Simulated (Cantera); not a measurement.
Equilibrium for nitride etching: BN + F2 + H2

A closed system holds: 1 mol BN, 3.6 mol F2, 0.53 mol H2, held at 0.100 bar.

Equilibrium computed with Cantera from the NASA thermochemical tables; the gas is ideal and each condensed phase is pure. Candidate condensed phases: B, BN; 31 gas species. Kinetics and transport are ignored.

| T (°C) | x F | x F2 | x HF | x BF3 | x N2 | x NF3 | x NF2 | x H2F2 |
|---|---|---|---|---|---|---|---|---|
| 727 | 0.160 | 0.267 | 0.237 | 0.223 | 0.111 | 0.00187 | 1.15e-6 | 2.20e-7 |
| 802 | 0.272 | 0.192 | 0.222 | 0.209 | 0.104 | 0.000377 | 1.07e-6 | 1.52e-7 |
| 877 | 0.384 | 0.115 | 0.207 | 0.196 | 0.0978 | 6.62e-5 | 8.00e-7 | 1.08e-7 |
| 952 | 0.466 | 0.0585 | 0.197 | 0.186 | 0.0928 | 1.04e-5 | 4.96e-7 | 8.12e-8 |
| 1027 | 0.511 | 0.0275 | 0.191 | 0.180 | 0.0901 | 1.60e-6 | 2.80e-7 | 6.54e-8 |
| 1102 | 0.532 | 0.0129 | 0.188 | 0.178 | 0.0888 | 2.69e-7 | 1.55e-7 | 5.53e-8 |
| 1177 | 0.542 | 0.00627 | 0.187 | 0.177 | 0.0883 | 5.17e-8 | 8.86e-8 | 4.84e-8 |
| 1252 | 0.546 | 0.00322 | 0.187 | 0.176 | 0.0880 | 1.14e-8 | 5.26e-8 | 4.32e-8 |
| 1327 | 0.548 | 0.00175 | 0.186 | 0.176 | 0.0879 | 2.89e-9 | 3.25e-8 | 3.91e-8 |
| 1402 | 0.549 | 0.001000 | 0.186 | 0.176 | 0.0878 | 8.23e-10 | 2.09e-8 | 3.58e-8 |
| 1477 | 0.550 | 0.000598 | 0.186 | 0.176 | 0.0878 | 2.61e-10 | 1.40e-8 | 3.32e-8 |
| 1552 | 0.550 | 0.000372 | 0.186 | 0.176 | 0.0878 | 9.08e-11 | 9.62e-9 | 3.09e-8 |
x: gas mole fraction; nothing condenses.

From 727 °C to 1552 °C nothing is condensed. The main B-bearing gas is BF3 throughout.
